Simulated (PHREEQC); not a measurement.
Model water analysis in mg/L, 25 °C, pH 6.62, pe 9.6: Na 0.357; K 0.0198; Ca 0.117; Mg 0.0508; Cl 0.329; S(6) as SO4 0.544; Alkalinity as HCO3 0.301; Si as SiO2 0.00735; Ba 0.0134.

Cl is adjusted to close the charge balance.
Valence states are taken as typed.

The numbers come from PHREEQC with the ion-association model, phreeqc.dat.

```json
{
  "ionic_strength": "3.72e-5 mol/kgw"
}
```

| species | molality | activity | log γ |
|---|---|---|---|
| Na+ | 1.55e-5 | 1.54e-5 | -0.003 |
| Cl- | 9.99e-6 | 9.92e-6 | -0.003 |
| SO4-2 | 5.66e-6 | 5.50e-6 | -0.012 |
| HCO3- | 5.13e-6 | 5.09e-6 | -0.003 |
| Ca+2 | 2.92e-6 | 2.83e-6 | -0.012 |
| CO2 | 2.75e-6 | 2.75e-6 | 0.000 |
| Mg+2 | 2.09e-6 | 2.03e-6 | -0.012 |
| K+ | 5.06e-7 | 5.03e-7 | -0.003 |

This is a speciation only: nothing precipitates in the calculation.
